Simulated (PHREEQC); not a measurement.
Dissolve 10 mmol/kgw PbCl2, 0.4 mmol/kgw KBr and 120 mmol/kgw Cu(NO3)2 at 25 °C. Closed to the air; pH follows from the charge balance.

Equilibrium calculation in PHREEQC: ion-association model, phreeqc.dat.

No solid was allowed to form.

Question: What pH does the model give?

Answer: pH 4.19.

Question: In which forms is Cu present?

Answer: Cu+2 99 %, CuCl+ 1.3 % of the Cu.

Species that the database lacks are ignored.
